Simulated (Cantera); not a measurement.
**SiF₄ + O₃ + H₂ (silicon oxide and oxynitride deposition)**

A closed system holds: 1 mol SiF₄, 1.1 mol O₃, 0.77 mol H₂, equilibrated at 5.70 mbar.

These are equilibrium values from Cantera (NASA tables, ideal gas, pure condensed phases), not measurements of a reactor. Candidate condensed phases: H₂O, Si, SiO₂; 38 gas species. The tables' values for SiF₃, SiO₂ are old estimates; treat these amounts as uncertain. The tables hold silica as quartz up to 1696 K and as liquid above; real silica turns to tridymite and cristobalite and melts near 1996 K. The numbers say what is thermodynamically allowed, not how fast it happens.

| T (K) | log p HF | log p O₂ | log p SiF₄ | log p H₂O | log p O | log p OH | log p SiF₃ | log p F | n SiO₂(β-quartz) | n SiO₂(condensed) | n SiO₂(l) |
|---|---|---|---|---|---|---|---|---|---|---|---|
| 848 | -2.78 | -2.66 | -2.88 | -3.29 | -13.49 | -10.10 | <-14 | <-14 | 0.238 | 0 | 0 |
| 948 | -2.71 | -2.66 | -2.91 | -3.47 | -11.86 | -9.14 | <-14 | -12.83 | 0.287 | 0 | 0 |
| 1048 | -2.66 | -2.67 | -2.94 | -3.66 | -10.53 | -8.38 | -13.43 | -11.47 | 0.320 | 0 | 0 |
| 1148 | -2.64 | -2.67 | -2.95 | -3.83 | -9.44 | -7.76 | -11.93 | -10.34 | 0.341 | 0 | 0 |
| 1248 | -2.62 | -2.67 | -2.96 | -4.00 | -8.51 | -7.25 | -10.66 | -9.39 | 0.355 | 0 | 0 |
| 1348 | -2.61 | -2.67 | -2.97 | -4.14 | -7.73 | -6.82 | -9.59 | -8.58 | 0.364 | 0 | 0 |
| 1448 | -2.61 | -2.67 | -2.98 | -4.27 | -7.05 | -6.45 | -8.66 | -7.89 | 0.369 | 0 | 0 |
| 1548 | -2.60 | -2.67 | -2.98 | -4.39 | -6.45 | -6.13 | -7.85 | -7.28 | 0.373 | 0 | 0 |
| 1648 | -2.60 | -2.68 | -2.98 | -4.50 | -5.93 | -5.85 | -7.14 | -6.74 | 0.375 | 0 | 0 |
| 1748 | -2.60 | -2.68 | -2.98 | -4.60 | -5.47 | -5.60 | -6.52 | -6.26 | 0 | 0.377 | 0 |
| 1848 | -2.60 | -2.68 | -2.98 | -4.69 | -5.06 | -5.39 | -5.97 | -5.83 | 0 | 0.378 | 0 |
| 1948 | -2.60 | -2.68 | -2.99 | -4.78 | -4.69 | -5.19 | -5.47 | -5.45 | 0 | 0.379 | 0 |
| 2048 | -2.60 | -2.68 | -2.99 | -4.86 | -4.36 | -5.02 | -5.03 | -5.10 | 0 | 0 | 0.378 |
log p: log10 of the partial pressure in bar; n: condensed amount in mol.

From 848 K to 1648 K the condensed part is SiO₂(β-quartz). From 1748 K to 1948 K the condensed part is SiO₂(condensed). At 2048 K the condensed part is SiO₂(l). The main Si-bearing gas is SiF₄ throughout. The share of Si in condensed phases is highest at 1948 K (37.9 %) and lowest at 848 K (23.8 %).
